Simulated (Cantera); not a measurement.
Charge: 1 mol Si₃N₄, 3.5 mol H₂O, 30 mol N₂, 0.22 mol HCl, at 1.00 bar.

Method: chemical equilibrium by Gibbs-energy minimisation in Cantera with the NASA 1993 tables (ideal gas, pure condensed phases). Candidate condensed phases: H₂O, NH₄Cl, Si, SiO₂, Si₂N₂O, Si₃N₄; 47 gas species. Mutual solubility and eutectic melting of coexisting phases are not modelled. The tables hold silica as quartz up to 1696 K and as liquid above; real silica turns to tridymite and cristobalite and melts near 1996 K. Kinetics and transport are ignored.

Problem. Which condensed phases are stable at each of these points (T (K)): 1248, 1348, 1448, 1548, 1648, 1748, 1848, 1948, 2048, 2148?

Solution. 
```tsv
T (K)	condensed phases	Si condensed (%)
1248	SiO₂(β-quartz) + Si₂N₂O(s)	100.0
1348	SiO₂(β-quartz) + Si₂N₂O(s)	100.0
1448	SiO₂(β-quartz) + Si₂N₂O(s)	100.0
1548	SiO₂(β-quartz) + Si₂N₂O(s)	100.0
1648	SiO₂(β-quartz) + Si₂N₂O(s)	99.9
1748	SiO₂(condensed) + Si₂N₂O(s)	99.2
1848	SiO₂(condensed) + Si₂N₂O(s)	95.1
1948	SiO₂(condensed) + Si₂N₂O(s)	73.9
2048	SiO₂(l)	16.4
2148	SiO₂(l)	15.6
```

From 1248 K to 1648 K the condensed part is SiO₂(β-quartz) + Si₂N₂O(s). From 1748 K to 1948 K the condensed part is SiO₂(condensed) + Si₂N₂O(s). From 2048 K to 2148 K the condensed part is SiO₂(l).
